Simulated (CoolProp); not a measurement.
A simple Rankine cycle with R134a: condensing at 291.15 K, boiler at 1.82 MPa, turbine inlet 351.5 K, turbine efficiency 0.6, pump efficiency 0.6, no recuperator. Each further row changes one setting.

Values from CoolProp's reference Helmholtz-energy equation of state, Tillner-Roth 1994.

| case | thermal efficiency (%) | net work (kJ/kg) | heat in (kJ/kg) | turbine exit temperature (K) | volume ratio over the turbine |
|---|---|---|---|---|---|
| as stated | 6.5 | 14.4 | 221 | 314.4 | 3.62 |
| turbine inlet 371.5 K | 6.7 | 16.3 | 245 | 337.2 | 3.51 |
| condensing temperature 283.15 K | 7.6 | 17.7 | 232 | 308.3 | 4.68 |
| boiler pressure 1.27 MPa | 4.9 | 11.4 | 231 | 328.2 | 2.41 |
| turbine efficiency 0.5 | 5.3 | 11.7 | 221 | 317.2 | 3.66 |
